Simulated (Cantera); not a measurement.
# Carbon deposition, reforming and gasification: CH3OH + O2 + H2

Feed: 1 mol CH3OH, 0.028 mol O2, a varied amount of H2, held at 2648.15 K and 92.0 mbar.

Method: chemical equilibrium by Gibbs-energy minimisation in Cantera with the NASA 1993 tables (ideal gas, pure condensed phases). Candidate condensed phases: C, C6H6, C7H8, C8H18, H2O; 110 gas species. The numbers say what is thermodynamically allowed, not how fast it happens.

From 8 mol H2 to 74 mol H2 nothing is condensed. The main C-bearing gas is CO throughout.

```json
[
 {"n(H2) (mol)": "8", "x H2": "0.775", "x H": "0.135", "x CO": "0.0847", "x H2O": "0.00446", "x OH": "0.000189"},
 {"n(H2) (mol)": "10", "x H2": "0.788", "x H": "0.136", "x CO": "0.0716", "x H2O": "0.00378", "x OH": "0.000159"},
 {"n(H2) (mol)": "13", "x H2": "0.801", "x H": "0.137", "x CO": "0.0582", "x H2O": "0.00308", "x OH": "0.000128"},
 {"n(H2) (mol)": "17", "x H2": "0.813", "x H": "0.138", "x CO": "0.0465", "x H2O": "0.00247", "x OH": "0.000102"},
 {"n(H2) (mol)": "21", "x H2": "0.820", "x H": "0.139", "x CO": "0.0388", "x H2O": "0.00206", "x OH": "8.49e-5"},
 {"n(H2) (mol)": "28", "x H2": "0.829", "x H": "0.140", "x CO": "0.0300", "x H2O": "0.00160", "x OH": "6.55e-5"},
 {"n(H2) (mol)": "35", "x H2": "0.834", "x H": "0.140", "x CO": "0.0245", "x H2O": "0.00131", "x OH": "5.33e-5"},
 {"n(H2) (mol)": "45", "x H2": "0.839", "x H": "0.141", "x CO": "0.0194", "x H2O": "0.00103", "x OH": "4.21e-5"},
 {"n(H2) (mol)": "58", "x H2": "0.843", "x H": "0.141", "x CO": "0.0152", "x H2O": "0.000814", "x OH": "3.31e-5"},
 {"n(H2) (mol)": "74", "x H2": "0.846", "x H": "0.141", "x CO": "0.0121", "x H2O": "0.000646", "x OH": "2.62e-5"}
]
```
x: gas mole fraction; nothing condenses.
